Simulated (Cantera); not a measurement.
Feed: 1 mol SiCl₄, 1.6 mol H₂, at 798.15 K and 1 atm.

Equilibrium computed with Cantera from the NASA thermochemical tables; the gas is ideal and each condensed phase is pure. Candidate condensed phases: Si; 19 gas species. The tables' values for SiCl₃ are old estimates; treat these amounts as uncertain. The numbers say what is thermodynamically allowed, not how fast it happens.

Base state: H₂ 0.601, SiCl₄ 0.371, HCl 0.0141, SiHCl₃ 0.0140, SiH₂Cl₂ 4.24e-5, SiCl₃ 1.19e-5 (mole fractions); condensed: gas only.

Question: What changes in the equilibrium state with this change: temperature from 798.15 K to 975 K?

Answer: 
```
species   before     after
-------  -------  --------
H₂         0.601     0.581
SiCl₄      0.371     0.350
HCl       0.0141    0.0347
SiHCl₃    0.0140    0.0335
SiCl₂    4.35e-8   2.41e-5
SiCl₃    1.19e-5  0.000546
SiH₂Cl₂  4.24e-5  0.000335
```

Question: What changes in the equilibrium state with this change: temperature from 798.15 K to 1073 K?

Answer: 
```tsv
species	before	after
H₂	0.601	0.565
SiCl₄	0.371	0.335
HCl	0.0141	0.0505
SiHCl₃	0.0140	0.0459
SiCl₂	4.35e-8	0.000305
SiCl₃	1.19e-5	0.00253
SiH₂Cl₂	4.24e-5	0.000735
```
